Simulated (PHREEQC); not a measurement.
**Alkaline etch or developer with polishing slurry liquid (model solution)**

Solution A (0.18 mol/kgw KOH, 0.00056 mol/kgw H3BO3 and 0.0078 mol/kgw K3PO4) is mixed with solution B (170 mmol/kgw K2CO3 and 21 mmol/kgw K2SO4) at 25 °C; shares are by mass of water, 1 kg in all. Oxygen is held at 0.21 atm. The system is closed to CO2. Precipitation was switched off in this run.

All values are PHREEQC results (ion-association model, wateq4f.dat), not measurements.

Q: Predict pH, CO3-2 (mol/kgw) at share of solution B = 0.2, 0.5.

A: 
```tsv
share of solution B	pH	CO3-2 (mol/kgw)
0.2	12.99	0.0340
0.5	12.77	0.0849
```

H3PO4, which wateq4f.dat lacks, is added to it with the constant of phreeqc.dat.
